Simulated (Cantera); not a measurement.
## Premixed flame

A freely propagating, adiabatic, planar premixed flame of CO : H2 : CH4 : O2 : N2 = 1 : 0.43 : 0.17 : 0.812 : 2.68 (molar parts), equivalence ratio 1.3, unburnt at 325 K and 4.93 atm; mixture-averaged transport, grid criteria slope 0.08 and curve 0.16, no radiation.

Cantera simulation using GRI-Mech 3.0 (53 species, 325 reactions); the numbers are that mechanism's predictions, not measurements. Burning velocities carry a grid error of a few per cent, more on coarse grids.

```tsv
z (mm)	T (K)	u (m/s)	x CO	x H2	x CH4	x CH2CO	x O2	x CH2O
-0.187	325	0.895	0.196	0.0842	0.0334	<1e-8	0.160	<1e-8
-0.125	325	0.895	0.197	0.0833	0.0334	<1e-8	0.160	<1e-8
-0.0937	326	0.895	0.197	0.0814	0.0335	<1e-8	0.160	4.61e-8
-0.0625	340	0.929	0.198	0.0747	0.0336	1.39e-8	0.161	1.93e-6
-0.0312	633	1.70	0.197	0.0548	0.0295	2.35e-6	0.150	0.000132
-0.0156	1118	2.99	0.189	0.0417	0.0196	1.12e-5	0.119	0.000370
0	1592	4.23	0.176	0.0297	0.00643	1.52e-5	0.0751	0.000348
0.0156	1849	4.86	0.154	0.0209	0.000748	4.11e-6	0.0413	8.42e-5
0.0312	1972	5.12	0.134	0.0177	4.58e-5	3.40e-7	0.0253	7.24e-6
0.0625	2102	5.39	0.114	0.0175	1.90e-7	<1e-8	0.0147	4.53e-8
0.125	2226	5.65	0.103	0.0172	<1e-8	<1e-8	0.00905	<1e-8
0.250	2326	5.87	0.0983	0.0158	<1e-8	<1e-8	0.00534	<1e-8
0.500	2394	6.02	0.0945	0.0147	<1e-8	<1e-8	0.00272	<1e-8
```
x: mole fraction of selected species; z is measured from the peak of heat release.

* **laminar burning velocity**: 89.5 cm/s
* **thermal thickness**: 0.0625 mm
* **peak x(CH2CO)**: 1.61e-5
* **peak x(CH2O)**: 0.000413
* **grid points**: 151
